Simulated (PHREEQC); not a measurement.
Consider water at 20 °C with 15 mmol/kgw K2CO3 and 10 mmol/kgw K2SO4. Closed to the air; pH follows from the charge balance.

Equilibrium calculation in PHREEQC: ion-association model, wateq4f.dat.

Precipitation was switched off in this run.

Q: Predict the pH, ionic strength.

A: pH 11.15; ionic strength 0.0715 mol/kgw.

Q: In which forms is C present?

A: CO3-2 92 %, HCO3- 8.1 % of the C.
